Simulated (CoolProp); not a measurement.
Vapour-liquid equilibrium of n-octane (1) + n-dodecane (2) at 158 kPa; x and y are mole fractions of (1).

Computed with CoolProp (multi-fluid Helmholtz-energy mixture model, Beckmüller 2019 and Lemmon 2004; pair parameters Bell 2016).

```tsv
x	bubble temperature (°C)	y at the bubble point	dew temperature at overall composition x (°C)	liquid density (mol/L)
0.05	226.9	0.206	233.8	3.472
0.125	214.5	0.439	230.6	3.612
0.2	203.4	0.603	227.1	3.749
0.275	193.7	0.717	223.5	3.883
0.35	185.2	0.797	219.6	4.016
0.425	177.8	0.854	215.3	4.148
0.5	171.2	0.895	210.7	4.280
0.575	165.4	0.925	205.5	4.413
0.65	160.3	0.948	199.7	4.547
0.725	155.7	0.965	193.0	4.684
0.8	151.6	0.978	184.9	4.822
0.875	147.9	0.988	174.6	4.964
0.95	144.5	0.996	159.7	5.109
```

No azeotrope shows between x = 0.05 and 0.95.

The pair parameters rest on a limited set of measurements; away from them the model extrapolates.
